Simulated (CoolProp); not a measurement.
Values from CoolProp's reference Helmholtz-energy equation of state, Tillner-Roth 1994.

### Question
For R134a, give the phase and the cp (kJ/(kg K)), cv (kJ/(kg K)), viscosity (µPa s), conductivity (mW/(m K)) at 46.15 °C and 0.00642 MPa; 46.15 °C and 0.0122 MPa; 46.15 °C and 1.07 MPa.

### Answer
- 46.15 °C and 0.00642 MPa: gas; cp 0.871, cv 0.789, viscosity 12.7, conductivity 15.1
- 46.15 °C and 0.0122 MPa: gas; cp 0.872, cv 0.790, viscosity 12.7, conductivity 15.1
- 46.15 °C and 1.07 MPa: gas; cp 1.13, cv 0.884, viscosity 12.7, conductivity 15.9

Viscosity comes from a separate model (Huber 2003), an estimate that may be off by 10 % or more. Thermal conductivity comes from a separate model (McLinden 2000), an estimate that may be off by 10 % or more.
